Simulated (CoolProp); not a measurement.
Acetone along the isotherm 550 K: density (kg/m³) from the reference equation and from simpler models built on Tc = 508.1 K, pc = 4.692 MPa, ω = 0.307; each cubic takes its own stable root.

The numbers come from the reference Helmholtz-energy equation of state, Lemmon 2006 in CoolProp. It is a short technical equation, of lower accuracy than the large ones.

```tsv
p (MPa)	phase	reference
0.0223	gas	0.2836
0.0376	gas	0.4787
0.0634	gas	0.8085
0.107	gas	1.368
0.181	gas	2.326
0.305	gas	3.951
0.514	gas	6.752
0.868	gas	11.68
1.46	gas	20.52
2.47	gas	37.66
4.17	gas	75.45
7.04	supercritical	211.7
```

Question: How far does each simpler model (ideal gas, van der Waals, Redlich-Kwong, Soave-Redlich-Kwong, Peng-Robinson) lie from the reference over these 12 states: mean and median of the absolute difference, and the worst?

Answer: 
- ideal gas: mean 10.6 %, median 2.6 %, worst -57.8 % at 550 K and 7.04 MPa
- van der Waals: mean 0.9 %, median 0.5 %, worst -2.9 % at 550 K and 4.17 MPa
- Redlich-Kwong: mean 0.6 %, median 0.2 %, worst -2.3 % at 550 K and 7.04 MPa
- Soave-Redlich-Kwong: mean 2.1 %, median 0.4 %, worst -15.4 % at 550 K and 7.04 MPa
- Peng-Robinson: mean 1.0 %, median 0.1 %, worst -10.1 % at 550 K and 7.04 MPa
